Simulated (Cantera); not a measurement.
A Cantera script and what it prints.

```python
import numpy as np
import cantera as ct

gas_names = """
    CL CL2 H HCL H2 Si SiCL SiCL2 SiCL3 SiCL4 SiH SiHCL3 SiH2 SiH2CL2 SiH3 SiH3CL SiH4 Si2 Si3
""".split()
cond_names = """
    Si(cr) Si(L)
""".split()


# ... load() reads the species with a 1 bar reference pressure and builds the phases ...
atoms = {
    'Si': {'Si': 1},
    'Cl2': {'CL': 2},
    'H2': {'H': 2},
}
top_T = {}  # K; cautious upper limits of use, not melting points


# ... equilibrate(T, P, feed) seeds the gas with the atoms and calls Mixture.equilibrate('TP', solver="vcs", rtol=1e-11, max_steps=5000) ...
results = []
feed = {'Si': 1, 'Cl2': 0.52, 'H2': 5}  # mol
P = 98000  # Pa
for T in [823, 898, 973, 1048, 1123, 1198, 1273, 1348]:
    mix = equilibrate(T, P, feed)
    results.append((T, P, feed, dict(zip(mix.species_names, mix.species_moles))))

top = {s: max(r[3][s] / sum(r[3][g] for g in gas_names) for r in results) for s in gas_names}
cols = sorted((s for s in top if top[s] > 1e-05), key=lambda s: -top[s])[:9]
seen = [c for c in cond_names if any(r[3].get(c, 0) > 1e-12 for r in results)]
print("log10 of partial pressures in bar; condensed amounts in mol")
print(f"{'T/K':>10s}" + "".join(f"{s[:9]:>10s}" for s in cols + seen))
for T, P, feed, n in results:
    ng = sum(n[g] for g in gas_names)
    print(f"{T:10.4g}" + "".join(f"{np.log10(max(n[s] / ng * P / 1e5, 1e-99)):10.3f}" for s in cols)
          + "".join(f"{n.get(c, 0):10.4g}" for c in seen))
```

Output:

```
log10 of partial pressures in bar; condensed amounts in mol
       T/K        H2       HCL     SiCL4    SiHCL3     SiCL2     SiCL3   SiH2CL2    SiH3CL    Si(cr)
       823    -0.035    -2.863    -1.529    -1.620    -5.649    -4.566    -2.785    -4.582    0.7053
       898    -0.035    -2.487    -1.530    -1.634    -4.807    -4.011    -2.762    -4.503    0.7084
       973    -0.036    -2.172    -1.536    -1.651    -4.101    -3.548    -2.747    -4.441    0.7137
      1048    -0.038    -1.906    -1.552    -1.675    -3.504    -3.160    -2.741    -4.392    0.7215
      1123    -0.041    -1.682    -1.584    -1.709    -2.997    -2.838    -2.747    -4.357    0.7321
      1198    -0.046    -1.494    -1.639    -1.761    -2.570    -2.578    -2.767    -4.336    0.7443
      1273    -0.051    -1.340    -1.730    -1.839    -2.216    -2.381    -2.808    -4.330    0.7558
      1348    -0.057    -1.219    -1.872    -1.956    -1.934    -2.253    -2.876    -4.343     0.764
```

Method: chemical equilibrium by Gibbs-energy minimisation in Cantera with the NASA 1993 tables (ideal gas, pure condensed phases). The tables' values for SiCl3 are old estimates; treat these amounts as uncertain.
